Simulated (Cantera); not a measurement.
# Transport properties of process gases

Gas mixture: 43.3 % N2, 56.7 % NO, at 518 Torr, frozen composition.

Cantera's kinetic-theory transport with the Lennard-Jones parameters of GRI-Mech 3.0, ideal gas; thermal conductivity in the multicomponent form. The composition is frozen, though it would react at the higher temperatures.

```tsv
T (K)	ρ (kg/m³)	cp (J/kg/K)	μ (µPa s)	λ (mW/m/K)	Pr	D (cm²/s) H	D (cm²/s) NO	D (cm²/s) CH4
400	0.605	1019	22.8	32.7	0.710	2.98	0.497	0.544
550	0.440	1044	28.4	41.9	0.708	5.18	0.858	0.944
700	0.346	1079	33.5	51.1	0.707	7.81	1.29	1.42
850	0.285	1116	38.1	60.1	0.707	10.8	1.78	1.97
1000	0.242	1148	42.3	68.8	0.707	14.2	2.34	2.59
1150	0.210	1171	46.4	76.8	0.707	18.0	2.95	3.28
```
D: mixture-averaged diffusion coefficient of that species in the mixture.
